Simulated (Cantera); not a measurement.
A perfectly stirred reactor is fed with 6.25 % C2H4, 93.8 % H2, at 1.01 bar; it is held at 1575 K, and followed from long to short residence time.

Detailed kinetics in Cantera: GRI-Mech 3.0 (53 species, 325 reactions). GRI-Mech 3.0 was tuned for natural gas; its chemistry of ethylene as a main component is partial and can be far from experiment. GRI-Mech 3.0 stops at C3 and has no aromatics, soot or wall deposition, so with more carbon than oxygen in the feed, carbon stays in small species such as C2H2 where larger ones or solid carbon would form.

Problem. Predict: x(C2H4) at τ = 0.740 s; x(H2) at τ = 0.740 s; x(C2H6) at τ = 0.740 s; x(C2H) at τ = 0.740 s; x(H) at τ = 0.740 s; x(C2H4) at τ = 50.0 ms; x(H2) at τ = 50.0 ms; x(C2H6) at τ = 50.0 ms; x(C2H) at τ = 50.0 ms; x(H) at τ = 50.0 ms.

Solution. 
```json
{
  "x(C2H4) at τ = 0.740 s": "0.00485",
  "x(H2) at τ = 0.740 s": "0.918",
  "x(C2H6) at τ = 0.740 s": "1.61e-5",
  "x(C2H) at τ = 0.740 s": "5.05e-9",
  "x(H) at τ = 0.740 s": "4.35e-5",
  "x(C2H4) at τ = 50.0 ms": "0.00836",
  "x(H2) at τ = 50.0 ms": "0.935",
  "x(C2H6) at τ = 50.0 ms": "2.34e-5",
  "x(C2H) at τ = 50.0 ms": "8.99e-9",
  "x(H) at τ = 50.0 ms": "6.22e-5"
}
```
